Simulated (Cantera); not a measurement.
A closed system holds: 1 mol Si2H6, 0.78 mol N2O, 21 mol H2, equilibrated at 1100 Pa.

Equilibrium computed with Cantera from the NASA thermochemical tables; the gas is ideal and each condensed phase is pure. Candidate condensed phases: H2O, Si, SiO2, Si2N2O, Si3N4; 35 gas species. The feed counts by its element totals alone. Mutual solubility and eutectic melting of coexisting phases are not modelled. Gases not in the tables: Si2H6 and higher silanes. The numbers say what is thermodynamically allowed, not how fast it happens.

Which condensed phases are stable at each of these points (T (K)): 1073, 1173, 1273, 1373, 1473, 1573, 1673, 1773, 1873, 1973, 2073?


```
T (K)   condensed phases  Si condensed (%)
-----  -----------------  ----------------
1073   Si(s) + Si2N2O(s)             100.0
1173   Si(s) + Si2N2O(s)             100.0
1273   Si(s) + Si2N2O(s)             100.0
1373   Si(s) + Si2N2O(s)             100.0
1473   Si(s) + Si2N2O(s)              99.6
1573   Si(s) + Si2N2O(s)              96.7
1673   Si(s) + Si2N2O(s)              78.2
1773               Si(l)              60.7
1873               Si(l)              59.8
1973               Si(l)              56.8
2073               Si(l)              47.8
```

From 1073 K to 1673 K the condensed part is Si(s) + Si2N2O(s). From 1773 K to 2073 K the condensed part is Si(l).
